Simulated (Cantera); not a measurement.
A freely propagating, adiabatic, planar premixed flame of 50.3 % H2, 10.1 % O2, 37.8 % N2, 1.76 % H2O, equivalence ratio 2.5, unburnt at 523 K and 0.360 bar; mixture-averaged transport, grid criteria slope 0.08 and curve 0.16, no radiation.

Detailed kinetics in Cantera: the H2/O2 subset of GRI-Mech 3.0, which has no nitrogen chemistry. Burning velocities carry a grid error of a few per cent, more on coarse grids.

Problem. Predict: laminar burning velocity; thermal thickness; peak x(H); peak x(O); peak x(HO2); peak x(H2O2).

Solution. 
- laminar burning velocity: 589 cm/s
- thermal thickness: 1.65 mm
- peak x(H): 0.0928
- peak x(O): 0.00264
- peak x(HO2): 0.000137
- peak x(H2O2): 5.54e-6
